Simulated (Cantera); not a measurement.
An isothermal, constant-pressure homogeneous reactor starts with H2 : O2 : N2 = 1.8 : 1 : 2.2 (molar parts), equivalence ratio 0.90, at 975 K and 75.0 Torr.

Model: the H2/O2 subset of GRI-Mech 3.0, which has no nitrogen chemistry, integrated in Cantera. Radical loss at walls, strong at low pressure, is not modelled. The temperature is held fixed by assumption; the heat of reaction is taken as removed at once.

x: mole fraction; the columns are a selection and need not sum to one.

```tsv
t (s)	x H2	x O2	x OH	x H	x HO2	x H2O
4.00e-6	0.360	0.200	<1e-12	1.03e-11	1.04e-11	<1e-12
1.37e-5	0.360	0.200	<1e-12	3.56e-11	3.59e-11	2.26e-12
4.66e-5	0.360	0.200	4.33e-12	1.47e-10	1.26e-10	4.41e-11
0.000159	0.360	0.200	4.34e-11	1.33e-9	5.34e-10	1.17e-9
0.000543	0.360	0.200	1.21e-8	3.67e-7	4.60e-8	4.48e-7
0.00185	0.0570	0.0631	0.00259	0.0603	1.94e-5	0.317
0.00632	?	0.0264	?	?	?	0.433
0.0216	?	0.0247	?	?	?	0.438
0.0737	0.000128	0.0244	2.15e-5	1.25e-6	2.03e-6	0.439
0.251	1.72e-5	0.0244	8.00e-6	6.37e-8	3.60e-7	0.439
0.858	1.05e-6	0.0244	3.64e-6	1.98e-9	2.71e-8	0.439
2.93	4.23e-8	0.0244	1.79e-6	7.20e-11	2.36e-9	0.439
10.0	8.22e-9	0.0244	9.30e-7	8.82e-12	5.96e-10	0.439
```

Task: Some entries are withheld; supply them.

Result: 
- 0.00632, x H2: 0.00417
- 0.00632, x OH: 0.000327
- 0.00632, x H: 0.000718
- 0.00632, x HO2: 9.21e-6
- 0.0216, x H2: 0.000715
- 0.0216, x OH: 7.11e-5
- 0.0216, x H: 2.35e-5
- 0.0216, x HO2: 5.59e-6
